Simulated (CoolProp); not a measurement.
The numbers come from the reference Helmholtz-energy equation of state, Beckmüller 2019 in CoolProp.

Q: For n-octane, give the phase and the Z, cp (kJ/(kg K)), speed of sound (m/s) at 520.7 K and 7040 kPa; 543.5 K and 7040 kPa; 589.3 K and 7040 kPa.

A: 
- 520.7 K and 7040 kPa: liquid; Z 0.368, cp 3.16, speed of sound 482
- 543.5 K and 7040 kPa: liquid; Z 0.373, cp 3.27, speed of sound 418
- 589.3 K and 7040 kPa: supercritical; Z 0.398, cp 3.52, speed of sound 303
